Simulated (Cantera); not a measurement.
An isothermal, constant-pressure homogeneous reactor starts with CO : O2 : H2O : N2 = 0.001 : 0.029 : 0.035 : 1 (molar parts), equivalence ratio 0.017, at 1150 K and 750 Torr.

Model: GRI-Mech 3.0 (53 species, 325 reactions), integrated in Cantera.

x: mole fraction; the columns are a selection and need not sum to one.

```tsv
t (s)	x CO	x O2	x H2O	x O	x H2	x NO
9.00e-6	0.000939	0.0272	0.0329	4.87e-12	<1e-12	<1e-12
2.17e-5	0.000939	0.0272	0.0329	1.15e-11	<1e-12	<1e-12
5.22e-5	0.000939	0.0272	0.0329	2.62e-11	<1e-12	<1e-12
0.000126	0.000939	0.0272	0.0329	5.69e-11	<1e-12	<1e-12
0.000303	0.000939	0.0272	0.0329	1.19e-10	3.04e-12	<1e-12
0.000731	0.000939	0.0272	0.0329	3.00e-10	3.38e-11	<1e-12
0.00176	0.000939	0.0272	0.0329	…	4.92e-10	<1e-12
0.00424	0.000938	0.0272	0.0329	…	3.32e-8	<1e-12
0.0102	0.000739	0.0271	0.0328	…	1.09e-5	4.85e-11
0.0246	0.000254	0.0269	0.0329	…	5.34e-6	2.62e-10
0.0593	5.68e-5	0.0268	0.0329	…	1.16e-6	3.81e-10
0.143	9.36e-6	0.0268	0.0329	…	2.01e-7	4.52e-10
0.345	1.24e-6	0.0268	0.0329	…	3.27e-8	4.94e-10
0.830	1.21e-7	0.0268	0.0329	…	5.74e-9	5.17e-10
2.00	6.24e-9	0.0268	0.0329	…	1.56e-9	5.29e-10
```

Q: What belongs in the gaps?

A: 
- 0.00176, x O: 1.73e-9
- 0.00424, x O: 8.76e-8
- 0.0102, x O: 1.07e-5
- 0.0246, x O: 4.10e-6
- 0.0593, x O: 9.30e-7
- 0.143, x O: 1.79e-7
- 0.345, x O: 3.58e-8
- 0.830, x O: 8.56e-9
- 2.00, x O: 2.81e-9
